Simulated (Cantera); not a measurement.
Low-pressure radical oxidation in H2/O2

An isothermal, constant-pressure homogeneous reactor starts with 26.5 % H2, 73.5 % O2, equivalence ratio 0.18, at 1348 K and 0.0133 bar.

Detailed kinetics in Cantera: the H2/O2 subset of GRI-Mech 3.0, which has no nitrogen chemistry. Radical loss at walls, strong at low pressure, is not modelled. The temperature is held fixed by assumption; the heat of reaction is taken as removed at once.

```csv
t (s),x H2,x O2,x HO2,x H2O,x O,x H2O2,x OH
1.00e-5,0.265,0.735,2.15e-8,9.27e-10,2.86e-9,7.37e-12,2.59e-9
7.17e-5,0.265,0.735,1.54e-7,2.18e-7,1.22e-7,3.74e-10,9.10e-8
0.000514,0.220,0.711,3.38e-6,0.0308,0.0110,8.20e-8,0.00741
0.00369,0.0144,0.600,7.12e-6,0.213,0.0825,3.19e-7,0.0175
0.0265,0.00417,0.672,7.26e-6,0.285,0.0200,3.46e-7,0.00993
0.190,9.15e-5,0.694,8.14e-7,0.304,0.000425,6.27e-8,0.00149
1.36,4.20e-6,0.695,8.22e-8,0.305,1.97e-5,8.39e-9,0.000322
9.76,6.88e-7,0.695,8.23e-8,0.305,3.24e-6,2.41e-9,0.000130
70.0,6.30e-7,0.695,8.46e-8,0.305,2.97e-6,2.30e-9,0.000125
```
x: mole fraction; the columns are a selection and need not sum to one.

Equilibrium at this temperature and pressure: H2 6.30e-7, O2 0.695, HO2 8.46e-8, H2O 0.305, O 2.97e-6, H2O2 2.30e-9, OH 0.000125 (gas phase only).
